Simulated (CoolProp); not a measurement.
Vapour-liquid equilibrium of dimethyl ether (1) + n-butane (2) at 0.944 MPa; x and y are mole fractions of (1).

Model: multi-fluid Helmholtz-energy mixture model, Wu 2011 and Bücker 2006; pair parameters Bell 2016, in CoolProp.

Problem. Give the bubble temperature and the first vapour's composition at x = 0.35, 0.5, 0.95. Is there an azeotrope?

Solution. x = 0.35: 329.8 K, y = 0.540; x = 0.5: 324.9 K, y = 0.666; x = 0.95: 316.1 K, y = 0.963. No azeotrope shows between x = 0.05 and 0.95.

Pair parameters are fitted to limited data, so mixtures are less certain than the pure fluids.
